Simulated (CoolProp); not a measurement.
Model: reference Helmholtz-energy equation of state, Span 1996, in CoolProp.

### Question
For carbon dioxide, give the phase and the Z, expansivity (1/kK) at 221.6 K and 5.53 MPa.

### Answer
- 221.6 K and 5.53 MPa: liquid; Z 0.113, expansivity 3.03
